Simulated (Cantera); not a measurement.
A closed system holds: 1 mol B, 4.8 mol O2, 5 mol N2, at 1748 K and 1.00 bar.

Cantera equilibrium calculation (NASA polynomials, part measured and part estimated; ideal gas, pure solids and liquids). Candidate condensed phases: B, BN, B2O3; 17 gas species. Kinetics and transport are ignored.

Base state: N2 0.549, O2 0.444, NO 0.00421, B2O3 0.00163, BO2 0.000362, O 4.89e-5, NO2 1.73e-5 (mole fractions); condensed: B2O3(l).

Question: What changes in the equilibrium state with this change: pressure from 1.00 bar to 0.250 bar?

Answer: 
| species | before | after |
|---|---|---|
| N2 | 0.549 | 0.546 |
| O2 | 0.444 | 0.442 |
| B2O3 | 0.00163 | 0.00650 |
| BO2 | 0.000362 | 0.00102 |
| NO2 | 1.73e-5 | 8.56e-6 |
| B2O3(l), mol | 0.484 | 0.436 |
